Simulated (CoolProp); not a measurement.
Properties of C2F6 (R116) along the isotherm 425 K (Tc = 293.0 K, pc = 3.048 MPa, ω = 0.257).

The numbers come from the reference Helmholtz-energy equation of state, Lemmon 2006 in CoolProp. It is a short technical equation, of lower accuracy than the large ones.

```json
[
 {"p (MPa)": "0.0482", "phase": "gas", "Z": "0.9987", "cv (kJ/(kg K))": "0.8782", "speed of sound (m/s)": "165.2", "conductivity (mW/(m K))": "24.7"},
 {"p (MPa)": "0.099", "phase": "gas", "Z": "0.9973", "cv (kJ/(kg K))": "0.8784", "speed of sound (m/s)": "165.1", "conductivity (mW/(m K))": "24.7"},
 {"p (MPa)": "0.203", "phase": "gas", "Z": "0.9945", "cv (kJ/(kg K))": "0.8788", "speed of sound (m/s)": "164.7", "conductivity (mW/(m K))": "24.7"},
 {"p (MPa)": "0.417", "phase": "gas", "Z": "0.9887", "cv (kJ/(kg K))": "0.8795", "speed of sound (m/s)": "164.0", "conductivity (mW/(m K))": "24.8"},
 {"p (MPa)": "0.857", "phase": "gas", "Z": "0.9771", "cv (kJ/(kg K))": "0.8811", "speed of sound (m/s)": "162.5", "conductivity (mW/(m K))": "24.9"},
 {"p (MPa)": "1.76", "phase": "gas", "Z": "0.9538", "cv (kJ/(kg K))": "0.8843", "speed of sound (m/s)": "159.8", "conductivity (mW/(m K))": "25.2"},
 {"p (MPa)": "3.61", "phase": "supercritical", "Z": "0.9099", "cv (kJ/(kg K))": "0.8912", "speed of sound (m/s)": "155.5", "conductivity (mW/(m K))": "26.1"},
 {"p (MPa)": "7.42", "phase": "supercritical", "Z": "0.8445", "cv (kJ/(kg K))": "0.9034", "speed of sound (m/s)": "154.7", "conductivity (mW/(m K))": "29.2"},
 {"p (MPa)": "15.2", "phase": "supercritical", "Z": "0.8686", "cv (kJ/(kg K))": "0.9127", "speed of sound (m/s)": "196.6", "conductivity (mW/(m K))": "37.6"}
]
```

Thermal conductivity comes from a separate model (Huber 2003), an estimate that may be off by 10 % or more.
